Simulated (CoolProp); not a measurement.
The fluid at 393.39 K and 4.39 MPa flows at 0.64 m/s in a round tube of 20 mm bore and 1.5 µm roughness, fully developed (64/Re and Nu = 3.66 if laminar; Colebrook and Gnielinski if turbulent). The same conditions are run with several fluids, on thermodynamics alone (safety and materials aside).

Values from CoolProp's reference Helmholtz-energy equation of state of each fluid (c-C4F8 (RC318): Platzer 1990; R227EA: Lemmon 2016; R134a: Tillner-Roth 1994; C2F6 (R116): Lemmon 2006; nitrogen: Span 2000). The equations of Platzer and Polt are older, rougher fits.

Problem. Rank c-C4F8 (RC318), R227EA, R134a, C2F6 (R116), nitrogen by Reynolds number, highest first.

Solution. R227EA (205000), R134a (151000), c-C4F8 (RC318) (135000), C2F6 (R116) (121000), nitrogen (21200)

```json
[
 {"fluid": "c-C4F8 (RC318)", "Darcy friction factor": "0.0174", "pressure drop (Pa/m)": "178", "heat-transfer coefficient (W/(m² K))": "1220", "mass flow (kg/h)": "725"},
 {"fluid": "R227EA", "Darcy friction factor": "0.0162", "pressure drop (Pa/m)": "117", "heat-transfer coefficient (W/(m² K))": "1500", "mass flow (kg/h)": "511"},
 {"fluid": "R134a", "Darcy friction factor": "0.0170", "pressure drop (Pa/m)": "41.9", "heat-transfer coefficient (W/(m² K))": "562", "mass flow (kg/h)": "174"},
 {"fluid": "C2F6 (R116)", "Darcy friction factor": "0.0177", "pressure drop (Pa/m)": "39.9", "heat-transfer coefficient (W/(m² K))": "323", "mass flow (kg/h)": "159"},
 {"fluid": "nitrogen", "Darcy friction factor": "0.0257", "pressure drop (Pa/m)": "9.76", "heat-transfer coefficient (W/(m² K))": "91.5", "mass flow (kg/h)": "26.9"}
]
```

Transport values come from each fluid's own correlations; those of c-C4F8 (RC318), R227EA, R134a, C2F6 (R116) are estimates that may be off by 10 % or more.
